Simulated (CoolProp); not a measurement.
Vapour-liquid equilibrium of R227EA (1) + isobutene (2) at 320.6 K; x and y are mole fractions of (1).

Computed with CoolProp (multi-fluid Helmholtz-energy mixture model, Lemmon 2016 and Lemmon 2005; pair parameters Bell 2016).

**Question.** Give the bubble pressure and the first vapour's composition at x = 0.275, 0.35, 0.875. Is there an azeotrope?

**Answer.** x = 0.275: 8.275 bar, y = 0.424; x = 0.35: 8.588 bar, y = 0.476; x = 0.875: 8.993 bar, y = 0.851. y crosses x between x = 0.65 and 0.725: the model has an azeotrope there.

The pair parameters rest on a limited set of measurements; away from them the model extrapolates.
